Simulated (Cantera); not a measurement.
# Adiabatic ignition

An adiabatic, constant-volume homogeneous reactor starts with CH4 : O2 : N2 = 1 : 0.952 : 3.58 (molar parts), equivalence ratio 2.1, at 1098 K and 2200000 Pa.

Model: GRI-Mech 3.0 (53 species, 325 reactions), integrated in Cantera. The pressure lies above the range GRI-Mech 3.0 was tuned for (to about 10 atm).

| t (s) | T (K) | P (bar) | x CH4 | x O2 | x CO | x H2 | x H2O2 | x HO2 |
|---|---|---|---|---|---|---|---|---|
| 1.00e-6 | 1098 | 22.0 | 0.181 | 0.172 | <1e-12 | 1.14e-12 | 1.75e-11 | 3.78e-9 |
| 3.88e-6 | 1098 | 22.0 | 0.181 | 0.172 | <1e-12 | 1.07e-11 | 2.59e-10 | 1.45e-8 |
| 1.51e-5 | 1098 | 22.0 | 0.181 | 0.172 | 1.09e-12 | 1.56e-10 | 3.64e-9 | 5.38e-8 |
| 5.84e-5 | 1098 | 22.0 | 0.181 | 0.172 | 8.29e-11 | 3.55e-9 | 4.29e-8 | 1.75e-7 |
| 0.000227 | 1098 | 22.0 | 0.181 | 0.172 | 1.01e-8 | 1.12e-7 | 2.67e-7 | 3.79e-7 |
| 0.000879 | 1098 | 22.0 | 0.181 | 0.172 | 6.25e-7 | 1.34e-6 | 5.48e-7 | 5.65e-7 |
| 0.00341 | 1100 | 22.0 | 0.180 | 0.172 | 2.06e-5 | 1.38e-5 | 1.67e-6 | 1.53e-6 |
| 0.0132 | 2461 | 58.7 | 8.81e-8 | 1.89e-7 | 0.137 | 0.181 | 2.63e-9 | 1.15e-9 |
| 0.0514 | 2461 | 58.7 | 8.80e-8 | 1.89e-7 | 0.137 | 0.181 | 2.63e-9 | 1.15e-9 |
| 0.199 | 2461 | 58.7 | 8.80e-8 | 1.89e-7 | 0.137 | 0.181 | 2.63e-9 | 1.15e-9 |
| 0.773 | 2461 | 58.7 | 8.80e-8 | 1.89e-7 | 0.137 | 0.181 | 2.63e-9 | 1.15e-9 |
| 3.00 | 2461 | 58.7 | 8.80e-8 | 1.89e-7 | 0.137 | 0.181 | 2.63e-9 | 1.15e-9 |
x: mole fraction; the columns are a selection and need not sum to one.

* **time of steepest temperature rise**: 9.95 ms
* **temperature at 3.00 s**: 2461 K
* **equilibrium temperature**: 2461 K
* **x(CH4) at 3.00 s**: 8.80e-8 (gas-phase equilibrium 9.68e-8)
* **x(O2) at 3.00 s**: 1.89e-7 (gas-phase equilibrium 1.89e-7)
* **x(CO) at 3.00 s**: 0.137 (gas-phase equilibrium 0.137)
